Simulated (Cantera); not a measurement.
Cantera with NASA thermochemical tables; ideal gases at 1 bar, condensed phases pure. Values are per mole of reaction as written; species without (g) are pure solids or liquids, kept so even where they would boil at 1 bar.

3 H2(g) + N2(g) → 2 NH3(g)

```
T (K)    ΔH° (kJ)   ΔS° (J/K)    ΔG° (kJ)     log10 K
-----  ----------  ----------  ----------  ----------
823        -107.8      -231.4        82.6       -5.24
923    (withheld)  (withheld)  (withheld)  (withheld)
1023       -110.5      -234.4       129.3       -6.60
1123   (withheld)  (withheld)  (withheld)  (withheld)
1223   (withheld)  (withheld)  (withheld)  (withheld)
```

Question: What belongs in the gaps?

Answer: 
- 923, ΔH° (kJ): -109.3
- 923, ΔS° (J/K): -233.2
- 923, ΔG° (kJ): 105.9
- 923, log10 K: -5.99
- 1123, ΔH° (kJ): -111.4
- 1123, ΔS° (J/K): -235.2
- 1123, ΔG° (kJ): 152.7
- 1123, log10 K: -7.10
- 1223, ΔH° (kJ): -112.0
- 1223, ΔS° (J/K): -235.7
- 1223, ΔG° (kJ): 176.3
- 1223, log10 K: -7.53
